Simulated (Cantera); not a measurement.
Input (Python, Cantera) and output of one run.

```python
import numpy as np
import cantera as ct

gas_names = """
    CL CL2 H HCL H2 Si SiCL SiCL2 SiCL3 SiCL4 SiH SiHCL3 SiH2 SiH2CL2 SiH3 SiH3CL SiH4 Si2 Si3
""".split()
cond_names = """
    Si(cr) Si(L)
""".split()


def load(file, names, dense=False):
    # The tables refer to 1 bar. Condensed volumes are neglected.
    table = {s.name: s for s in ct.Species.list_from_file(file)}
    out = []
    for n in names:
        d = dict(table[n].input_data)
        d["thermo"] = dict(d["thermo"], **{"reference-pressure": 1e5})
        if dense:
            d["equation-of-state"] = {"model": "constant-volume", "density": "1e6 g/cm^3"}
        out.append(ct.Species.from_dict(d))
    return out


gas = ct.Solution(thermo="ideal-gas", species=load("nasa_gas.yaml", gas_names))
cond = {s.name: ct.Solution(thermo="fixed-stoichiometry", species=[s], name=s.name)
        for s in load("nasa_condensed.yaml", cond_names, dense=True)}
atoms = {
    'SiH2Cl2': {'Si': 1, 'H': 2, 'CL': 2},
    'H2': {'H': 2},
}
top_T = {}  # K; cautious upper limits of use, not melting points


def equilibrate(T, P, feed):
    n = {}
    for name, mol in feed.items():
        for a, k in atoms[name].items():
            n[a] = n.get(a, 0.0) + k * mol
    gas.TPX = T, P, n
    mass = sum(n.values()) * gas.mean_molecular_weight
    gas.equilibrate("TP")
    valid = [c for c in cond.values() if c.min_temp <= T <= top_T.get(c.name, c.max_temp)]
    mix = ct.Mixture([(gas, mass / gas.mean_molecular_weight)] + [(c, 0.0) for c in valid])
    mix.T, mix.P = T, P
    mix.equilibrate("TP", solver="vcs", rtol=1e-11, max_steps=5000)
    return mix


results = []
feed = {'SiH2Cl2': 1, 'H2': 72}  # mol
P = 13332.2  # Pa
for T in [1048, 1148, 1248, 1348, 1448, 1548, 1648, 1748, 1848, 1948, 2048, 2148, 2248, 2348]:
    mix = equilibrate(T, P, feed)
    results.append((T, P, feed, dict(zip(mix.species_names, mix.species_moles))))

top = {s: max(r[3][s] / sum(r[3][g] for g in gas_names) for r in results) for s in gas_names}
cols = sorted((s for s in top if top[s] > 1e-06), key=lambda s: -top[s])[:6]
seen = [c for c in cond_names if any(r[3].get(c, 0) > 1e-12 for r in results)]
print("log10 of partial pressures in bar; condensed amounts in mol")
print(f"{'T/K':>10s}" + "".join(f"{s[:9]:>10s}" for s in cols + seen))
for T, P, feed, n in results:
    ng = sum(n[g] for g in gas_names)
    print(f"{T:10.4g}" + "".join(f"{np.log10(max(n[s] / ng * P / 1e5, 1e-99)):10.3f}" for s in cols)
          + "".join(f"{n.get(c, 0):10.4g}" for c in seen))
```

Output:

```
log10 of partial pressures in bar; condensed amounts in mol
       T/K        H2         H       HCL        Si     SiCL4    SiHCL3    Si(cr)     Si(L)
      1048    -0.882    -8.553    -2.824   -14.680    -3.538    -3.586    0.6516         0
      1148    -0.884    -7.587    -2.617   -12.739    -3.923    -3.888    0.7797         0
      1248    -0.886    -6.774    -2.529   -11.110    -4.590    -4.399    0.8516         0
      1348    -0.886    -6.079    -2.509    -9.726    -5.373    -4.996    0.8677         0
      1448    -0.886    -5.478    -2.507    -8.534    -6.109    -5.556    0.8659         0
      1548    -0.886    -4.955    -2.509    -7.498    -6.762    -6.052    0.8602         0
      1648    -0.886    -4.493    -2.512    -6.589    -7.339    -6.491    0.8536         0
      1748    -0.886    -4.084    -2.509    -5.837    -7.876    -6.912         0    0.8585
      1848    -0.887    -3.719    -2.502    -5.203    -8.375    -7.311         0    0.8667
      1948    -0.888    -3.391    -2.497    -4.634    -8.826    -7.671         0     0.862
      2048    -0.889    -3.095    -2.495    -4.122    -9.237    -8.000         0    0.8282
      2148    -0.892    -2.826    -2.496    -3.658    -9.618    -8.305         0    0.7265
      2248    -0.898    -2.583    -2.500    -3.236    -9.975    -8.592         0    0.4723
      2348    -0.906    -2.362    -2.507    -2.894   -10.347    -8.900         0         0
```

Cantera equilibrium calculation (NASA polynomials, part measured and part estimated; ideal gas, pure solids and liquids). The tables' values for SiCl, SiCl3 are old estimates; treat these amounts as uncertain. Gases not in the tables: Si2H6 and higher silanes.
